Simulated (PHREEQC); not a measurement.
Solution (25 °C): 0.16 mol/kgw NaHCO3, 0.0006 mol/kgw Na2SO4 and 0.00064 mol/kgw KCl. Closed to the air; pH follows from the charge balance.

The numbers come from PHREEQC with the ion-association model, phreeqc.dat.

The ionic strength comes out as 0.155 mol/kgw. What activity coefficients do NaCO3-, Na+, Cl-, SO4-2, HCO3- get?

NaCO3- 0.76, Na+ 0.76, Cl- 0.73, SO4-2 0.32, HCO3- 0.76.

Precipitation was switched off in this run.
